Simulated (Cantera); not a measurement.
**Equilibrium for halide evaporation, hydrolysis and transport: BaF2 + HF + H2**

Charge: 1 mol BaF2, 0.023 mol HF, 3.9 mol H2, held at 10.0 Pa.

These are equilibrium values from Cantera (NASA tables, ideal gas, pure condensed phases), not measurements of a reactor. Candidate condensed phases: Ba, BaF2; 14 gas species. Equilibrium is a limit: real reactors are often held back by kinetics, nucleation or transport.

```tsv
T (°C)	log p H2	log p H	log p BaF2	log p HF	log p BaF	log p Ba
1300	-4.11	-6.45	-4.75	-5.56	-5.64	-8.08
1375	-4.12	-6.11	-4.78	-5.43	-5.49	-7.72
1450	-4.13	-5.80	-4.81	-5.31	-5.36	-7.40
1525	-4.15	-5.53	-4.86	-5.21	-5.26	-7.12
1600	-4.17	-5.27	-4.91	-5.13	-5.17	-6.86
1675	-4.20	-5.04	-4.98	-5.06	-5.11	-6.64
1750	-4.24	-4.84	-5.05	-5.01	-5.06	-6.44
1825	-4.30	-4.66	-5.14	-4.97	-5.03	-6.26
1900	-4.38	-4.51	-5.24	-4.94	-5.02	-6.12
1975	-4.50	-4.38	-5.34	-4.93	-5.03	-6.01
```
log p: log10 of the partial pressure in bar; nothing condenses.

From 1300 °C to 1975 °C nothing is condensed. The main Ba-bearing gas is BaF2 at 1300 °C and BaF at 1975 °C.
